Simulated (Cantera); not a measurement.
Input (Python, Cantera):

```python
import numpy as np
import cantera as ct

gas = ct.Solution("gri30.yaml", transport_model="multicomponent")
show = ['NH3', 'CH4', 'CH3']

rows = []
print(f"{'T/K':>7s}{'rho':>11s}{'cp':>10s}{'mu':>11s}{'lambda':>11s}{'Pr':>7s}" + "".join(f"{'D_' + s:>11s}" for s in show))
for T in [400, 550, 700, 850, 1000, 1150, 1300, 1450]:
    gas.TPX = T, 690000, {'N2': 0.22}
    Pr = gas.cp_mass * gas.viscosity / gas.thermal_conductivity
    D = [gas.mix_diff_coeffs_mole[gas.species_index(s)] for s in show]
    rows.append([gas.density, gas.cp_mass, gas.viscosity, gas.thermal_conductivity, Pr, *D])
    print(f"{T:7g}{gas.density:11.4e}{gas.cp_mass:10.1f}{gas.viscosity:11.4e}"
          f"{gas.thermal_conductivity:11.4e}{Pr:7.3f}" + "".join(f"{d:11.4e}" for d in D))
print("SI units: kg/m3, J/kg/K, Pa s, W/m/K, m2/s")
```

It prints:

```
    T/K        rho        cp         mu     lambda     Pr      D_NH3      D_CH4      D_CH3
    400 5.8121e+00    1046.6 2.2340e-05 3.2949e-02  0.710 5.6130e-06 5.4820e-06 5.5039e-06
    550 4.2270e+00    1065.3 2.7888e-05 4.2026e-02  0.707 1.0080e-05 9.5087e-06 9.5499e-06
    700 3.3212e+00    1095.3 3.2807e-05 5.0908e-02  0.706 1.5504e-05 1.4333e-05 1.4397e-05
    850 2.7351e+00    1133.9 3.7305e-05 5.9941e-02  0.706 2.1787e-05 1.9884e-05 1.9976e-05
   1000 2.3248e+00    1169.5 4.1498e-05 6.8763e-02  0.706 2.8858e-05 2.6112e-05 2.6235e-05
   1150 2.0216e+00    1195.4 4.5455e-05 7.7002e-02  0.706 3.6664e-05 3.2979e-05 3.3136e-05
   1300 1.7883e+00    1217.7 4.9222e-05 8.4947e-02  0.706 4.5164e-05 4.0455e-05 4.0648e-05
   1450 1.6033e+00    1236.7 5.2832e-05 9.2610e-02  0.706 5.4326e-05 4.8513e-05 4.8746e-05
SI units: kg/m3, J/kg/K, Pa s, W/m/K, m2/s
```

Computed with Cantera and GRI-Mech 3.0 (53 species, 325 reactions).
